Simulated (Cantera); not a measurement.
## Sublimation and decomposition of ceramics: SiC + N₂ + Si

Input: 1 mol SiC, 0.12 mol N₂, a varied amount of Si, equilibrated at 2073.15 K and 66.0 Pa.

These are equilibrium values from Cantera (NASA tables, ideal gas, pure condensed phases), not measurements of a reactor. Candidate condensed phases: C, Si, SiC, Si₃N₄; 20 gas species. Mutual solubility and eutectic melting of coexisting phases are not modelled. The tables' values for SiN are old estimates; treat these amounts as uncertain. The numbers say what is thermodynamically allowed, not how fast it happens.

From 0.013 mol Si to 0.02 mol Si the condensed part is SiC(s). From 0.025 mol Si to 0.17 mol Si the condensed part is Si(l) + SiC(s). The main Si-bearing gas is Si throughout.

| n(Si) (mol) | log p N₂ | log p Si | log p Si₂C | log p Si₂ | n SiC(s) | n Si(l) |
|---|---|---|---|---|---|---|
| 0.013 | -3.22 | -4.22 | -5.65 | -6.35 | 1.000 | 0 |
| 0.016 | -3.23 | -4.14 | -5.57 | -6.19 | 0.999 | 0 |
| 0.02 | -3.25 | -4.06 | -5.49 | -6.03 | 0.999 | 0 |
| 0.025 | -3.26 | -4.00 | -5.43 | -5.91 | 0.999 | 0.00152 |
| 0.031 | -3.26 | -4.00 | -5.43 | -5.91 | 0.999 | 0.00752 |
| 0.038 | -3.26 | -4.00 | -5.43 | -5.91 | 0.999 | 0.0145 |
| 0.047 | -3.26 | -4.00 | -5.43 | -5.91 | 0.999 | 0.0235 |
| 0.059 | -3.26 | -4.00 | -5.43 | -5.91 | 0.999 | 0.0355 |
| 0.073 | -3.26 | -4.00 | -5.43 | -5.91 | 0.999 | 0.0495 |
| 0.09 | -3.26 | -4.00 | -5.43 | -5.91 | 0.999 | 0.0665 |
| 0.11 | -3.26 | -4.00 | -5.43 | -5.91 | 0.999 | 0.0865 |
| 0.14 | -3.26 | -4.00 | -5.43 | -5.91 | 0.999 | 0.117 |
| 0.17 | -3.26 | -4.00 | -5.43 | -5.91 | 0.999 | 0.147 |
log p: log10 of the partial pressure in bar; n: condensed amount in mol.
